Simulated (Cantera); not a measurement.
## Adiabatic ignition

An adiabatic, constant-volume homogeneous reactor starts with 14.7 % CO, 0.454 % H2, 3.96 % CH4, 17.4 % O2, 57.3 % N2, 6.16 % CO2, equivalence ratio 0.89, at 1425 K and 55000 Pa.

Computed with Cantera and GRI-Mech 3.0 (53 species, 325 reactions).

```csv
t (s),T (K),P (bar),x CO,x H2,x CH4,x C2H,x HO2
4.00e-6,1425,0.550,0.147,0.00454,0.0396,<1e-12,2.75e-8
1.16e-5,1425,0.550,0.147,0.00454,0.0396,<1e-12,7.38e-8
3.38e-5,1425,0.550,0.147,0.00454,0.0396,<1e-12,1.70e-7
9.82e-5,1425,0.550,0.147,0.00454,0.0396,<1e-12,2.97e-7
0.000285,1425,0.550,0.147,0.00454,0.0395,<1e-12,5.85e-7
0.000830,1433,0.553,0.146,0.00468,0.0381,<1e-12,9.95e-6
0.00241,2740,1.04,0.0842,0.00510,<1e-12,<1e-12,7.67e-6
0.00701,2731,1.03,0.0839,0.00511,<1e-12,<1e-12,7.16e-6
0.0204,2730,1.03,0.0839,0.00511,<1e-12,<1e-12,7.12e-6
0.0592,2730,1.03,0.0839,0.00511,<1e-12,<1e-12,7.12e-6
0.172,2730,1.03,0.0839,0.00511,<1e-12,<1e-12,7.12e-6
0.500,2730,1.03,0.0839,0.00511,<1e-12,<1e-12,7.12e-6
```
x: mole fraction; the columns are a selection and need not sum to one.

```yaml
time_of_steepest_temperature_rise: 1.22 ms
temperature at 0.500 s: 2730 K
equilibrium_temperature: 2730 K
x(CO) at 0.500 s: 0.0839 (gas-phase equilibrium 0.0839)
x(H2) at 0.500 s: 0.00511 (gas-phase equilibrium 0.00511)
x(CH4) at 0.500 s: <1e-12 (gas-phase equilibrium <1e-12)
```
